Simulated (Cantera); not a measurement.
Input: 1 mol Cu, 0.52 mol CO, at 1077 °C and 61.0 Pa.

Cantera equilibrium calculation (NASA polynomials, part measured and part estimated; ideal gas, pure solids and liquids). Candidate condensed phases: C, Cu, CuO, Cu2O; 15 gas species. Kinetics and transport are ignored.

Base state: CO 0.999, Cu 0.000802 (mole fractions); condensed: Cu(s).

Question: What changes in the equilibrium state with this change: Cu replaced by Fe?

Answer: 
```csv
species,before,after
CO,0.999,1.000
Cu,0.000802,0
"Cu(s), mol",1.000,0
"Fe(γ), mol",0,1.000
```
Further candidate phases: Fe, Fe(CO)5, FeO, Fe2O3, Fe3O4.

Question: What changes in the equilibrium state with this change: 0.0015 mol H2O added?

Answer: 
| species | before | after |
|---|---|---|
| CO | 0.999 | 0.993 |
| CO2 | 1.78e-6 | 0.00286 |
| H2 | 0 | 0.00286 |
| Cu | 0.000802 | 0.000802 |
| H2O | 0 | 1.61e-5 |
| Cu(s), mol | 1.000 | 1.000 |
Further candidate phases: C6H6, C7H8, C8H18, Cu(OH)2, H2O.
